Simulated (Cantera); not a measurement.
**Thermodynamics of silicon nitride deposition, feed SiCl₄ + N₂**

Charge: 1 mol SiCl₄, 0.88 mol N₂, at 1248 K and 0.510 Torr.

These are equilibrium values from Cantera (NASA tables, ideal gas, pure condensed phases), not measurements of a reactor. Candidate condensed phases: Si, Si₃N₄; 13 gas species. The tables' values for SiCl₃ are old estimates; treat these amounts as uncertain. Equilibrium is a limit: real reactors are often held back by kinetics, nucleation or transport.

```json
{
 "x(SiCl₄)": "0.529",
 "x(N₂)": "0.467",
 "x(Cl)": "0.00156",
 "x(SiCl₃)": "0.00155",
 "x(SiCl₂)": "3.29e-5",
 "x(Cl₂)": "2.83e-5",
 "gas_amount": "1.883 mol",
 "log10 activity of Si(s) (absent)": "-8.90"
}
```
